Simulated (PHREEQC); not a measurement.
Make-up at 34 °C: 0.00016 mol/kgw CaSO4, 0.00064 mol/kgw Na2HPO4 and 0.011 mol/kgw KCl. Closed to the air; pH follows from the charge balance.

Model: ion-association model, wateq4f.dat, run in PHREEQC.

```csv
quantity,before,after
pH,8.45,8.40
H2PO4- (mol/kgw),2.22e-5,6.15e-6
NaHPO4- (mol/kgw),8.99e-7,4.72e-8
PO4-3 (mol/kgw),1.54e-7,2.12e-8
```

**Question.** Name the change that produced these shifts.
A. diluted 5-fold with water
B. CaSO4 left out
C. diluted 10-fold with water
D. Na2HPO4 from 0.00064 to 0.00032 mol/kgw
E. KCl left out

**Answer.** A, diluted 5-fold with water

This is a speciation only: nothing precipitates in the calculation. Some of these states are supersaturated (in Hydroxyapatite, for instance). H3PO4, which wateq4f.dat lacks, is added to it with the constant of phreeqc.dat.
